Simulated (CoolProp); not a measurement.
Toluene at 422.52 K and 1.36 MPa is throttled through a valve to 0.672 MPa with no heat exchange. Each further row changes one setting.

Model: reference Helmholtz-energy equation of state, Lemmon 2006, in CoolProp. It is a short technical equation, of lower accuracy than the large ones.

```json
[
 {"case": "as stated", "temperature change (K)": "___", "final phase": "liquid", "final density (kg/m³)": "___"},
 {"case": "outlet pressure 0.202 MPa", "temperature change (K)": "___", "final phase": "two-phase, vapour fraction 0.080", "final density (kg/m³)": "67.3"},
 {"case": "outlet pressure 0.874 MPa", "temperature change (K)": "___", "final phase": "liquid", "final density (kg/m³)": "___"}
]
```

**Question.** Complete the blanks.

**Answer.** 
- as stated, temperature change (K): +0.2
- as stated, final density (kg/m³): 738
- outlet pressure 0.202 MPa, temperature change (K): -12.5
- outlet pressure 0.874 MPa, temperature change (K): +0.1
- outlet pressure 0.874 MPa, final density (kg/m³): 739
